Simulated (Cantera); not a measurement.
# Thermodynamics of carbon deposition, reforming and gasification, feed CH4 + H2O + H2

A closed system holds: 1 mol CH4, a varied amount of H2O, 88 mol H2, held at 1848 K and 0.140 bar.

Equilibrium computed with Cantera from the NASA thermochemical tables; the gas is ideal and each condensed phase is pure. Candidate condensed phases: C, C6H6, C7H8, C8H18, H2O; 110 gas species. Rates play no part.

From 0.16 mol H2O to 0.8 mol H2O the condensed part is C(graphite). From 1.1 mol H2O to 3.1 mol H2O nothing is condensed. The main C-bearing gas is CO throughout.

```csv
n(H2O) (mol),log p H2,log p H2O,log p CO,log p H,log p C2H2 (acetylene),log p CH4,n C(graphite)
0.16,-0.86,-8.11,-3.61,-3.70,-4.44,-4.89,0.785
0.48,-0.86,-7.63,-3.13,-3.70,-4.45,-4.90,0.465
0.8,-0.86,-7.42,-2.91,-3.70,-4.45,-4.90,0.145
1.1,-0.86,-3.82,-2.82,-3.71,-11.46,-8.40,0
1.4,-0.86,-3.22,-2.82,-3.71,-12.67,-9.01,0
1.8,-0.86,-2.92,-2.82,-3.71,<-12,-9.32,0
2.1,-0.86,-2.78,-2.82,-3.71,<-12,-9.46,0
2.4,-0.87,-2.68,-2.83,-3.71,<-12,-9.57,0
2.7,-0.87,-2.60,-2.83,-3.71,<-12,-9.66,0
3.1,-0.87,-2.51,-2.83,-3.71,<-12,-9.76,0
```
log p: log10 of the partial pressure in bar; n: condensed amount in mol.
